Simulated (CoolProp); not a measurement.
Saturation properties of carbonyl sulfide (Tc = 105.6 °C, pc = 6.369 MPa, ω = 0.098).

Computed with CoolProp (reference Helmholtz-energy equation of state, Lemmon 2006). It is a short technical equation, of lower accuracy than the large ones.

```csv
T (°C),p (MPa),enthalpy of vaporisation (kJ/kg),vapour Z
-57.45,0.07136,[?],0.9778
-47.75,0.1132,[?],0.9693
-37.95,0.1727,300.5,0.9587
-28.15,0.2539,293.4,0.9460
-18.35,0.3613,285.8,0.9310
-8.55,0.5000,277.8,0.9137
1.25,0.6748,269.1,0.8940
10.95,0.8887,259.9,[?]
20.75,1.151,249.8,0.8467
30.55,1.467,238.7,0.8185
40.35,1.840,[?],0.7869
50.15,2.278,212.8,0.7515
59.95,2.787,197.4,[?]
```

Problem. What belongs in the gaps?

Solution. 
- -57.45, enthalpy of vaporisation (kJ/kg): 313.7
- -47.75, enthalpy of vaporisation (kJ/kg): 307.3
- 10.95, vapour Z: 0.8718
- 40.35, enthalpy of vaporisation (kJ/kg): 226.5
- 59.95, vapour Z: 0.7116

It boils at -50.2 °C under 1 atm.
